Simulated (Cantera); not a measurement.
Source: NASA polynomial tables (part measured, part estimated), evaluated in Cantera. Values are per mole of reaction as written; species without (g) are pure solids or liquids, kept so even where they would boil at 1 bar.

6 F₂(g) + 6 B₂O₃(g) = 4 B₃O₃F₃(g) + 3 O₂(g)

```json
[
 {"T (K)": "300", "ΔH° (kJ)": "-4444.8", "ΔS° (J/K)": "-934.4", "ΔG° (kJ)": "-4164.5", "log10 K": "725.09"},
 {"T (K)": "1098", "ΔH° (kJ)": "-4420.0", "ΔS° (J/K)": "-908.5", "ΔG° (kJ)": "-3422.4", "log10 K": "162.81"},
 {"T (K)": "1298", "ΔH° (kJ)": "-4407.9", "ΔS° (J/K)": "-898.4", "ΔG° (kJ)": "-3241.7", "log10 K": "130.45"},
 {"T (K)": "1498", "ΔH° (kJ)": "___", "ΔS° (J/K)": "___", "ΔG° (kJ)": "___", "log10 K": "___"},
 {"T (K)": "1698", "ΔH° (kJ)": "___", "ΔS° (J/K)": "___", "ΔG° (kJ)": "___", "log10 K": "___"},
 {"T (K)": "1898", "ΔH° (kJ)": "___", "ΔS° (J/K)": "___", "ΔG° (kJ)": "___", "log10 K": "___"},
 {"T (K)": "2098", "ΔH° (kJ)": "-4357.6", "ΔS° (J/K)": "-868.3", "ΔG° (kJ)": "-2535.9", "log10 K": "63.14"},
 {"T (K)": "2298", "ΔH° (kJ)": "___", "ΔS° (J/K)": "___", "ΔG° (kJ)": "___", "log10 K": "___"},
 {"T (K)": "2498", "ΔH° (kJ)": "-4330.9", "ΔS° (J/K)": "-856.7", "ΔG° (kJ)": "-2190.9", "log10 K": "45.81"}
]
```

What belongs in the gaps?


- 1498, ΔH° (kJ): -4395.6
- 1498, ΔS° (J/K): -889.6
- 1498, ΔG° (kJ): -3062.9
- 1498, log10 K: 106.80
- 1698, ΔH° (kJ): -4383.2
- 1698, ΔS° (J/K): -881.8
- 1698, ΔG° (kJ): -2885.8
- 1698, log10 K: 88.77
- 1898, ΔH° (kJ): -4370.5
- 1898, ΔS° (J/K): -874.8
- 1898, ΔG° (kJ): -2710.2
- 1898, log10 K: 74.58
- 2298, ΔH° (kJ): -4344.4
- 2298, ΔS° (J/K): -862.3
- 2298, ΔG° (kJ): -2362.8
- 2298, log10 K: 53.71
